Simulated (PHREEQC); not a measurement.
Solution (13 °C): 1.2 mmol/kgw CuSO4, 126 mmol/kgw CaCl2, 0.86 mmol/kgw HCl and 9.1 mmol/kgw NaCl. Closed to the air; pH follows from the charge balance.

Model: ion-association model, phreeqc.dat, run in PHREEQC.

Precipitation was switched off in this run.

Task: Order these S species by the share of S that they hold, largest first: HSO4-, CaSO4, CuSO4, SO4-2, NaSO4-.

Result: CaSO4 (54 %), SO4-2 (45 %), HSO4- (0.70 %), CuSO4 (0.52 %), NaSO4- (0.45 %)

The pH is 3.18 and the ionic strength 0.390 mol/kgw. Constants without temperature data keep their 25 °C values here.
